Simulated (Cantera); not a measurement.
A freely propagating, adiabatic, planar premixed flame of CH4 : C2H6 : O2 : N2 = 1 : 0.61 : 2.95 : 11.1 (molar parts), equivalence ratio 1.4, unburnt at 375 K and 660000 Pa; mixture-averaged transport, grid criteria slope 0.08 and curve 0.16, no radiation.

Detailed kinetics in Cantera: GRI-Mech 3.0 (53 species, 325 reactions). Burning velocities carry a grid error of a few per cent, more on coarse grids.

Task: Predict: laminar burning velocity; thermal thickness; peak x(O); peak x(H2O2).

Result: 
| Item | Value |
|---|---|
| laminar burning velocity | 15.7 cm/s |
| thermal thickness | 0.173 mm |
| peak x(O) | 3.42e-5 |
| peak x(H2O2) | 0.000218 |
